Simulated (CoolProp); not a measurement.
Vapour-liquid equilibrium of CHF3 (R23) (1) + CH2F2 (R32) (2) at 244 K; x and y are mole fractions of (1).

Computed with CoolProp (multi-fluid Helmholtz-energy mixture model, Penoncello 2003 and Tillner-Roth 1997; pair parameters Bell 2016).

Task: Give the bubble pressure and the first vapour's composition at x = 0.15, 0.45, 0.85. Is there an azeotrope?

Result: x = 0.15: 392.8 kPa, y = 0.367; x = 0.45: 614.7 kPa, y = 0.718; x = 0.85: 916.6 kPa, y = 0.940. No azeotrope shows between x = 0.05 and 0.95.

Pair parameters are fitted to limited data, so mixtures are less certain than the pure fluids.
